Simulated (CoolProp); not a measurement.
Vapour-liquid equilibrium of cyclohexane (1) + ethylbenzene (2) at 312.3 K; x and y are mole fractions of (1).

Model: multi-fluid Helmholtz-energy mixture model, Zhou 2014 and Zhou 2012; pair parameters Bell 2016, in CoolProp.

| x | bubble pressure (MPa) | y at the bubble point | dew pressure at overall composition x (MPa) | liquid density (mol/L) |
|---|---|---|---|---|
| 0.05 | 0.004136 | 0.367 | 0.002884 | 8.054 |
| 0.15 | 0.006827 | 0.655 | 0.003189 | 8.148 |
| 0.25 | 0.009352 | 0.776 | 0.003566 | 8.244 |
| 0.35 | 0.01167 | 0.841 | 0.004043 | 8.341 |
| 0.45 | 0.01379 | 0.883 | 0.004668 | 8.439 |
| 0.55 | 0.01573 | 0.913 | 0.005521 | 8.541 |
| 0.65 | 0.01754 | 0.936 | 0.006751 | 8.644 |
| 0.75 | 0.01928 | 0.955 | 0.008674 | 8.751 |
| 0.85 | 0.02103 | 0.973 | 0.01205 | 8.861 |
| 0.95 | 0.02285 | 0.991 | 0.01878 | 8.976 |

No azeotrope shows between x = 0.05 and 0.95.

The pair parameters rest on a limited set of measurements; away from them the model extrapolates.
